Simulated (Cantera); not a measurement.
A perfectly stirred reactor is fed with 14.9 % NH3, 85.1 % N2, at 20.0 Torr; it is held at 1875 K, and followed from long to short residence time.

Cantera simulation using the gas-phase N/H chemistry of the illustrative SiF4/NH3 mechanism in the Surface Chemkin manual (1991); the numbers are that mechanism's predictions, not measurements. Walls and surfaces, which speed up NH3 decomposition in real reactors, are not modelled.

### Question
Predict: x(NH3) at τ = 26.0 s; x(N2) at τ = 26.0 s; x(NH2) at τ = 26.0 s; x(NH) at τ = 26.0 s; x(NH3) at τ = 0.330 s; x(N2H4) at τ = 0.330 s; x(N2) at τ = 0.330 s; x(NH2) at τ = 0.330 s; x(NH) at τ = 0.330 s.

### Answer
| Item | Value |
|---|---|
| x(NH3) at τ = 26.0 s | 0.0161 |
| x(N2) at τ = 26.0 s | 0.810 |
| x(NH2) at τ = 26.0 s | 5.76e-5 |
| x(NH) at τ = 26.0 s | 2.98e-6 |
| x(NH3) at τ = 0.330 s | 0.128 |
| x(N2H4) at τ = 0.330 s | 3.57e-9 |
| x(N2) at τ = 0.330 s | 0.844 |
| x(NH2) at τ = 0.330 s | 0.000312 |
| x(NH) at τ = 0.330 s | 6.28e-6 |
